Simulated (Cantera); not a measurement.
Adiabatic ignition

An adiabatic, constant-pressure homogeneous reactor starts with CH₄ : H₂ : O₂ : N₂ = 1 : 0.19 : 0.983 : 3.7 (molar parts), at 1450 K and 500000 Pa.

Detailed kinetics in Cantera: GRI-Mech 3.0 (53 species, 325 reactions).

```json
[
 {"t (s)": "2.00e-6", "T (K)": "1450", "x CH₄": "0.170", "x H₂": "0.0324", "x O₂": "0.167", "x C₂H₆": "2.17e-10", "x CH₂CO": "<1e-12"},
 {"t (s)": "7.43e-6", "T (K)": "1450", "x CH₄": "0.170", "x H₂": "0.0324", "x O₂": "0.167", "x C₂H₆": "1.97e-8", "x CH₂CO": "<1e-12"},
 {"t (s)": "2.76e-5", "T (K)": "1450", "x CH₄": "0.170", "x H₂": "0.0323", "x O₂": "0.167", "x C₂H₆": "5.72e-6", "x CH₂CO": "1.39e-10"},
 {"t (s)": "0.000102", "T (K)": "1458", "x CH₄": "0.168", "x H₂": "0.0321", "x O₂": "0.166", "x C₂H₆": "0.000525", "x CH₂CO": "5.73e-7"},
 {"t (s)": "0.000381", "T (K)": "2474", "x CH₄": "0.00181", "x H₂": "0.164", "x O₂": "2.70e-6", "x C₂H₆": "4.21e-7", "x CH₂CO": "3.57e-5"},
 {"t (s)": "0.00141", "T (K)": "2453", "x CH₄": "7.84e-10", "x H₂": "0.190", "x O₂": "1.96e-6", "x C₂H₆": "<1e-12", "x CH₂CO": "1.09e-12"},
 {"t (s)": "0.00525", "T (K)": "2454", "x CH₄": "6.95e-10", "x H₂": "0.190", "x O₂": "1.98e-6", "x C₂H₆": "<1e-12", "x CH₂CO": "<1e-12"},
 {"t (s)": "0.0195", "T (K)": "2454", "x CH₄": "6.86e-10", "x H₂": "0.190", "x O₂": "1.98e-6", "x C₂H₆": "<1e-12", "x CH₂CO": "<1e-12"},
 {"t (s)": "0.0725", "T (K)": "2454", "x CH₄": "6.86e-10", "x H₂": "0.190", "x O₂": "1.98e-6", "x C₂H₆": "<1e-12", "x CH₂CO": "<1e-12"},
 {"t (s)": "0.269", "T (K)": "2454", "x CH₄": "6.86e-10", "x H₂": "0.190", "x O₂": "1.98e-6", "x C₂H₆": "<1e-12", "x CH₂CO": "<1e-12"},
 {"t (s)": "1.00", "T (K)": "2454", "x CH₄": "6.86e-10", "x H₂": "0.190", "x O₂": "1.98e-6", "x C₂H₆": "<1e-12", "x CH₂CO": "<1e-12"}
]
```
x: mole fraction; the columns are a selection and need not sum to one.

```yaml
time_of_steepest_temperature_rise: 0.349 ms
temperature at 1.00 s: 2454 K
equilibrium_temperature: 2454 K
x(CH₄) at 1.00 s: 6.86e-10 (gas-phase equilibrium 7.76e-10)
x(H₂) at 1.00 s: 0.190 (gas-phase equilibrium 0.190)
x(O₂) at 1.00 s: 1.98e-6 (gas-phase equilibrium 1.98e-6)
```
